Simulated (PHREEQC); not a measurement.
Make-up at 20 °C: 0.086 mol/kgw H2SeO4, 0.049 mol/kgw HCl and 6.5e-05 mol/kgw FeCl3. Closed to the air; pH follows from the charge balance.

Equilibrium calculation in PHREEQC: ion-association model, wateq4f.dat.

Each row changes one thing in this solution. No solid was allowed to form.

```csv
case,pH,ionic strength (mol/kgw),HSeO4- (mol/kgw),SeO4-2 (mol/kgw),Fe+3 (mol/kgw),FeCl+2 (mol/kgw),SI of Hematite (Fe2O3),SI of Goethite (FeOOH)
as made,0.89,0.190,0.0589,0.0271,4.49e-5,1.80e-5,-1.50,-1.74
0.024 mol/kgw HF added,0.89,0.190,0.0590,0.0270,2.59e-7,1.04e-7,?,-3.98
diluted 2-fold with water,1.15,0.104,0.0246,0.0184,2.56e-5,?,-0.17,-1.08
HCl from 0.049 to 0.0539 mol/kgw,0.88,0.194,0.0594,0.0266,?,1.92e-5,-1.60,-1.79
0.00096 mol/kgw LiBr added,0.89,0.191,0.0589,0.0271,4.49e-5,1.80e-5,-1.50,-1.74
0.0035 mol/kgw CsOH added,0.90,0.190,0.0586,0.0274,4.49e-5,1.80e-5,-1.45,-1.72
H2SeO4 from 0.086 to 0.0172 mol/kgw,1.21,0.0820,0.00947,0.00773,4.15e-5,1.99e-5,+0.70,-0.64
0.051 mol/kgw CsOH added,1.03,0.203,0.0524,0.0336,4.49e-5,1.78e-5,-0.68,-1.33
```

Task: Complete the blanks.

Result: 
- 0.024 mol/kgw HF added, SI of Hematite (Fe2O3): -5.98
- diluted 2-fold with water, FeCl+2 (mol/kgw): 5.83e-6
- HCl from 0.049 to 0.0539 mol/kgw, Fe+3 (mol/kgw): 4.36e-5

Some of these states are supersaturated (in Hematite (slow to form), for instance).
